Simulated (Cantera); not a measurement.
An adiabatic, constant-volume homogeneous reactor starts with CH4 : O2 : N2 = 1 : 1.25 : 9.88 (molar parts), equivalence ratio 1.6, at 1325 K and 5.00 bar. Integrator tolerance rtol = 1e-08.

Detailed kinetics in Cantera: GRI-Mech 3.0 (53 species, 325 reactions).

Question: What does this change do: O2 1.25 to 0.75 parts?

Answer: 
```csv
quantity,before,after
time of steepest temperature rise,5.56 ms,13.3 ms
temperature at 7.00 s,2413 K,1798 K
equilibrium temperature,2413 K,1798 K
x(CH4) at 7.00 s,4.68e-11 (gas-phase equilibrium 5.26e-11),4.29e-8 (gas-phase equilibrium 4.80e-8)
x(O2) at 7.00 s,4.71e-6 (gas-phase equilibrium 4.71e-6),2.87e-11 (gas-phase equilibrium 2.87e-11)
x(N2O) at 7.00 s,1.56e-8 (gas-phase equilibrium 1.56e-8),7.46e-12 (gas-phase equilibrium 7.43e-12)
x(NO) at 7.00 s,9.19e-5 (gas-phase equilibrium 9.19e-5),4.90e-8 (gas-phase equilibrium 4.78e-8)
x(C2H6) at 7.00 s,<1e-12 (gas-phase equilibrium <1e-12),<1e-12 (gas-phase equilibrium <1e-12)
```

Question: What does this change do: pressure from 5.00 bar to 11.0 bar?

Answer: 
```tsv
quantity	before	after
time of steepest temperature rise	5.56 ms	2.55 ms
temperature at 7.00 s	2413 K	2417 K
equilibrium temperature	2413 K	2417 K
x(CH4) at 7.00 s	4.68e-11 (gas-phase equilibrium 5.26e-11)	2.25e-10 (gas-phase equilibrium 2.51e-10)
x(O2) at 7.00 s	4.71e-6 (gas-phase equilibrium 4.71e-6)	2.24e-6 (gas-phase equilibrium 2.24e-6)
x(N2O) at 7.00 s	1.56e-8 (gas-phase equilibrium 1.56e-8)	1.62e-8 (gas-phase equilibrium 1.62e-8)
x(NO) at 7.00 s	9.19e-5 (gas-phase equilibrium 9.19e-5)	6.40e-5 (gas-phase equilibrium 6.40e-5)
x(C2H6) at 7.00 s	<1e-12 (gas-phase equilibrium <1e-12)	<1e-12 (gas-phase equilibrium <1e-12)
```

Question: What does this change do: pressure from 5.00 bar to 10.0 bar?

Answer: 
```json
[
 {"quantity": "time of steepest temperature rise", "before": "5.56 ms", "after": "2.82 ms"},
 {"quantity": "temperature at 7.00 s", "before": "2413 K", "after": "2417 K"},
 {"quantity": "equilibrium temperature", "before": "2413 K", "after": "2417 K"},
 {"quantity": "x(CH4) at 7.00 s", "before": "4.68e-11 (gas-phase equilibrium 5.26e-11)", "after": "1.86e-10 (gas-phase equilibrium 2.08e-10)"},
 {"quantity": "x(O2) at 7.00 s", "before": "4.71e-6 (gas-phase equilibrium 4.71e-6)", "after": "2.45e-6 (gas-phase equilibrium 2.45e-6)"},
 {"quantity": "x(N2O) at 7.00 s", "before": "1.56e-8 (gas-phase equilibrium 1.56e-8)", "after": "1.61e-8 (gas-phase equilibrium 1.61e-8)"},
 {"quantity": "x(NO) at 7.00 s", "before": "9.19e-5 (gas-phase equilibrium 9.19e-5)", "after": "6.69e-5 (gas-phase equilibrium 6.69e-5)"},
 {"quantity": "x(C2H6) at 7.00 s", "before": "<1e-12 (gas-phase equilibrium <1e-12)", "after": "<1e-12 (gas-phase equilibrium <1e-12)"}
]
```
